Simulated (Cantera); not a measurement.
Charge: 1 mol SiH₂Cl₂, 2 mol N₂O, 72 mol N₂, held at 1773 K and 10.0 mbar.

These are equilibrium values from Cantera (NASA tables, ideal gas, pure condensed phases), not measurements of a reactor. Candidate condensed phases: H₂O, NH₄Cl, Si, SiO₂, Si₂N₂O, Si₃N₄; 47 gas species. The tables hold silica as quartz up to 1696 K and as liquid above; real silica turns to tridymite and cristobalite and melts near 1996 K. Kinetics and transport are ignored.

Base state: N₂ 0.972, HCl 0.0242, Cl 0.00203, H₂ 0.000683, SiO 0.000298, H₂O 0.000294, H 7.43e-5 (mole fractions); condensed: SiO₂(condensed).

Question: What changes in the equilibrium state with this change: temperature from 1773 K to 1275 K?

Answer: 
| species | before | after |
|---|---|---|
| N₂ | 0.972 | 0.974 |
| HCl | 0.0242 | 0.0263 |
| Cl | 0.00203 | 3.77e-5 |
| SiO | 0.000298 | 1.42e-9 |
| H | 7.43e-5 | 3.21e-8 |
| H₂O | 0.000294 | 1.05e-6 |
| SiO₂(condensed), mol | 0.977 | 0 |
| SiO₂(β-quartz), mol | 0 | 1.000 |
